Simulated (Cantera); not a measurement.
Charge: 1 mol CF₄, 0.98 mol H₂, at 1248.15 K and 7.50 Torr.

Cantera equilibrium calculation (NASA polynomials, part measured and part estimated; ideal gas, pure solids and liquids). Candidate condensed phases: C, C₆H₆, C₇H₈, C₈H₁₈; 95 gas species. Gases not in the tables: C₂F₆ and larger saturated fluorocarbons. Rates play no part.

Base state: HF 0.794, CF₄ 0.206 (mole fractions); condensed: C(graphite).

Problem. What changes in the equilibrium state with this change: 0.038 mol HCl added?

Solution. 
```tsv
species	before	after
HF	0.794	0.783
CF₄	0.206	0.203
HCl	0	0.0133
Cl	0	0.00117
Cl₂	0	0.000234
CClF₃	0	0.000225
C(graphite), mol	0.490	0.491
```
